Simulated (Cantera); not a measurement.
Input (Python, Cantera) and output of one run.

```python
import numpy as np
import cantera as ct

gas_names = """
    CL CLO CL2 O O2 O3 Ti TiCL TiCL2 TiCL3 TiCL4 TiO TiOCL TiOCL2 TiO2
""".split()
cond_names = """
    Ti(a) Ti(b) Ti(L) TiCL2(s) TiCL3(s) TiCL4(L) TiO(a) TiO(b) TiO(L) TiO2(ru) TiO2(L) Ti2O3(a) Ti2O3(b)
    Ti2O3(L) Ti3O5(a) Ti3O5(b) Ti3O5(L) Ti4O7(s) Ti4O7(L)
""".split()


# ... load() reads the species with a 1 bar reference pressure and builds the phases ...
atoms = {
    'TiCl4': {'Ti': 1, 'CL': 4},
    'O2': {'O': 2},
}
top_T = {'TiCL2(s)': 1300, 'TiCL3(s)': 1000}  # K; cautious upper limits of use, not melting points


# ... equilibrate(T, P, feed) seeds the gas with the atoms and calls Mixture.equilibrate('TP', solver="vcs", rtol=1e-11, max_steps=5000) ...
results = []
feed = {'TiCl4': 1, 'O2': 8.9}  # mol
P = 14000  # Pa
for T in [1473, 1548, 1623, 1698, 1773, 1848, 1923, 1998, 2073, 2148, 2223]:
    mix = equilibrate(T, P, feed)
    results.append((T, P, feed, dict(zip(mix.species_names, mix.species_moles))))

top = {s: max(r[3][s] / sum(r[3][g] for g in gas_names) for r in results) for s in gas_names}
cols = sorted((s for s in top if top[s] > 0.0001), key=lambda s: -top[s])[:7]
seen = [c for c in cond_names if any(r[3].get(c, 0) > 1e-12 for r in results)]
print("log10 of partial pressures in bar; condensed amounts in mol")
print(f"{'T/K':>10s}" + "".join(f"{s[:9]:>10s}" for s in cols + seen))
for T, P, feed, n in results:
    ng = sum(n[g] for g in gas_names)
    print(f"{T:10.4g}" + "".join(f"{np.log10(max(n[s] / ng * P / 1e5, 1e-99)):10.3f}" for s in cols)
          + "".join(f"{n.get(c, 0):10.4g}" for c in seen))
```

Result:

```
log10 of partial pressures in bar; condensed amounts in mol
       T/K        O2        CL       CL2         O       CLO    TiOCL2  TiO2(ru)   TiO2(L)
      1473    -0.964    -2.126    -1.624    -6.036    -4.202    -7.843    0.9998         0
      1548    -0.970    -1.934    -1.673    -5.603    -4.054    -7.227    0.9997         0
      1623    -0.979    -1.772    -1.743    -5.210    -3.934    -6.695    0.9996         0
      1698    -0.989    -1.641    -1.840    -4.854    -3.843    -6.243    0.9995         0
      1773    -1.000    -1.539    -1.966    -4.527    -3.778    -5.867    0.9994         0
      1848    -1.009    -1.465    -2.121    -4.227    -3.738    -5.562    0.9994         0
      1923    -1.017    -1.414    -2.299    -3.950    -3.718    -5.319    0.9993         0
      1998    -1.023    -1.382    -2.493    -3.693    -3.714    -5.124    0.9992         0
      2073    -1.027    -1.362    -2.694    -3.453    -3.720    -4.967    0.9989         0
      2148    -1.030    -1.350    -2.894    -3.230    -3.732    -4.849         0    0.9985
      2223    -1.033    -1.343    -3.090    -3.022    -3.747    -4.791         0     0.998
```

Method: chemical equilibrium by Gibbs-energy minimisation in Cantera with the NASA 1993 tables (ideal gas, pure condensed phases).
